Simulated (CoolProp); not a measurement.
A single-stage vapour-compression cycle with C3F8 (R218): evaporating at 218.15 K (dew point), condensing at 250.15 K (bubble point), superheat 10 K, subcooling 0 K, compressor efficiency 0.8, no pressure losses. Each further row changes one setting.

Computed with CoolProp (reference Helmholtz-energy equation of state, Lemmon 2006). It is a short technical equation, of lower accuracy than the large ones.

```
case                              cooling COP  pressure ratio  discharge temperature (K)  refrigerating effect (kJ/kg)  volumetric capacity (kJ/m³)
--------------------------------  -----------  --------------  -------------------------  ----------------------------  ---------------------------
as stated                                   ?            4.44                      258.3                          87.2                          362
evaporating temperature 223.15 K         5.76            3.40                      258.2                          90.3                          482
condensing temperature 245.15 K          5.66               ?                          ?                          92.2                          383
subcooling 5 K                           4.87            4.44                      258.3                          92.2                          383
superheat 20 K                              ?            4.44                          ?                          94.1                          373
compressor efficiency 0.7                4.03            4.44                      261.8                          87.2                          362
```

Question: What belongs in the gaps?

Answer: 
- as stated, cooling COP: 4.61
- condensing temperature 245.15 K, pressure ratio: 3.62
- condensing temperature 245.15 K, discharge temperature (K): 254.0
- superheat 20 K, cooling COP: 4.74
- superheat 20 K, discharge temperature (K): 268.5
